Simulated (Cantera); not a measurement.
Source: NASA polynomial tables (part measured, part estimated), evaluated in Cantera. Values are per mole of reaction as written; species without (g) are pure solids or liquids, kept so even where they would boil at 1 bar.

Between 823 and 1223 K, where is each reaction favourable under standard conditions?
- SiCl4(g) ⇌ Si + 4 Cl(g)


- SiCl4(g) ⇌ Si + 4 Cl(g): ΔG° is 856 kJ at 823 K and 710 kJ at 1223 K; it stays positive (K < 1). ΔH° is 1159 kJ and ΔS° 367 J/K at 1223 K.
